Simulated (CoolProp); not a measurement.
Vapour-liquid equilibrium of CHF3 (R23) (1) + C2F6 (R116) (2) at 252.4 K; x and y are mole fractions of (1).

The numbers come from the multi-fluid Helmholtz-energy mixture model, Penoncello 2003 and Lemmon 2006; pair parameters Bell 2016 in CoolProp.

**Question.** Give the bubble pressure and the first vapour's composition at x = 0.05, 0.15, 0.25. Is there an azeotrope?

**Answer.** x = 0.05: 11.34 bar, y = 0.115; x = 0.15: 13.05 bar, y = 0.270; x = 0.25: 14.24 bar, y = 0.374. y crosses x between x = 0.55 and 0.65: the model has an azeotrope there.

Pair parameters are fitted to limited data, so mixtures are less certain than the pure fluids.
